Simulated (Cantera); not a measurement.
Input: 1 mol CCl4, 0.7 mol H2, held at 0.0158 Torr.

Equilibrium computed with Cantera from the NASA thermochemical tables; the gas is ideal and each condensed phase is pure. Candidate condensed phases: C, C6H6, C7H8, C8H18; 103 gas species. Ions and electrons are included (thermal ionisation). Kinetics and transport are ignored. All values below are at 3250 K.

Base state: Cl 0.626, H 0.219, C 0.154, C2 0.000936, C3 6.26e-5, HCl 4.16e-5 (mole fractions); condensed: gas only.

Problem. What changes in the equilibrium state with this change: CCl4 replaced by CH3Cl?

Solution. 
```csv
species,before,after
H,0.219,0.688
Cl,0.626,0.156
C,0.154,0.154
H2,9.77e-6,9.65e-5
HCl,4.16e-5,3.27e-5
C3,6.26e-5,6.26e-5
C2,0.000936,0.000936
```
